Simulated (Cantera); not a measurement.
Stirred combustor or abatement burner

A perfectly stirred reactor is fed with 32.7 % H₂, 9.63 % O₂, 57.6 % N₂, at 3750 Torr; it is adiabatic with a 823 K inlet, and is followed from long to short residence time, starting on the burning branch (τ in s: 0.068, 0.029, 0.012, 0.0052, 0.0022, 0.00093, 0.00039, 0.00017, 7e-05, 3e-05, 1.3e-05).

Detailed kinetics in Cantera: GRI-Mech 3.0 (53 species, 325 reactions). The hydrogen kinetics of GRI-Mech 3.0 are dated; newer H2 mechanisms differ, most at raised pressure.

```
τ (s)    T (K)   x H₂      x O₂   x H₂O₂      x H       x O
-------  -----  -----  --------  -------  -------  --------
0.068     2234  0.149   1.27e-5  3.36e-9  0.00148   2.16e-6
0.029     2231  0.148   2.41e-5  5.47e-9  0.00179   3.19e-6
0.012     2227  0.148   4.41e-5  1.01e-8  0.00238   5.67e-6
0.0052    2220  0.148   7.47e-5  1.91e-8  0.00332   1.10e-5
0.0022    2208  0.147  0.000126  3.61e-8  0.00483   2.33e-5
0.00093   2190  0.146  0.000214  6.53e-8  0.00713   5.04e-5
0.00039   2163  0.145  0.000368  1.12e-7   0.0105  0.000109
0.00017   2126  0.143  0.000631  1.81e-7   0.0152  0.000221
7.0e-5    2068  0.141   0.00115  2.99e-7   0.0221  0.000451
3.0e-5    1993  0.138   0.00207  4.88e-7   0.0306  0.000835
1.3e-5    1896  0.136   0.00384  8.17e-7   0.0407   0.00141
```
x: mole fraction; the columns are a selection and need not sum to one.
